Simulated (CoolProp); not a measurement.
A simple Rankine cycle with sulfur dioxide: condensing at 296.15 K, boiler at 1.17 MPa, turbine inlet 375.5 K, turbine efficiency 0.6, pump efficiency 0.6, no recuperator. Each further row changes one setting.

Values from CoolProp's reference Helmholtz-energy equation of state, Gao 2016.

```csv
case,thermal efficiency (%),net work (kJ/kg),heat in (kJ/kg),turbine exit temperature (K),volume ratio over the turbine
as stated,6.7,26.8,403,320.3,2.85
turbine inlet 395.5 K,6.9,28.8,418,339.6,2.84
condensing temperature 288.15 K,7.9,32.7,414,309.0,3.66
boiler pressure 0.819 MPa,4.9,19.9,408,337.7,2.06
turbine efficiency 0.5,5.5,22.2,403,326.8,2.92
```
